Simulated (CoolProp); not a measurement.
Vapour-liquid equilibrium of m-xylene (1) + n-decane (2) at 86.45 °C; x and y are mole fractions of (1).

Model: multi-fluid Helmholtz-energy mixture model, Zhou 2012 and Lemmon 2006; pair parameters Bell 2016, in CoolProp.

| x | bubble pressure (bar) | y at the bubble point | dew pressure at overall composition x (bar) | liquid density (mol/L) |
|---|---|---|---|---|
| 0.05 | 0.06246 | 0.172 | 0.05652 | 4.862 |
| 0.125 | 0.07400 | 0.353 | 0.06005 | 5.011 |
| 0.2 | 0.08498 | 0.482 | 0.06403 | [?] |
| 0.275 | 0.09557 | 0.580 | [?] | 5.334 |
| 0.35 | 0.1059 | 0.657 | 0.07375 | 5.509 |
| 0.425 | 0.1160 | 0.721 | 0.07974 | 5.696 |
| 0.5 | 0.1260 | 0.775 | 0.08673 | 5.893 |
| 0.575 | [?] | 0.821 | 0.09497 | [?] |
| 0.65 | 0.1459 | [?] | 0.1048 | 6.326 |
| 0.725 | 0.1559 | 0.897 | 0.1167 | 6.564 |
| 0.8 | [?] | 0.929 | 0.1313 | 6.818 |
| 0.875 | 0.1760 | 0.958 | 0.1495 | 7.090 |
| 0.95 | 0.1861 | 0.984 | 0.1730 | 7.381 |

Problem. What belongs in the gaps?

Solution. 
- 0.2, liquid density (mol/L): 5.168
- 0.275, dew pressure at overall composition x (bar): 0.06856
- 0.575, bubble pressure (bar): 0.1359
- 0.575, liquid density (mol/L): 6.103
- 0.65, y at the bubble point: 0.861
- 0.8, bubble pressure (bar): 0.1659

No azeotrope shows between x = 0.05 and 0.95.

Pair parameters are fitted to limited data, so mixtures are less certain than the pure fluids.
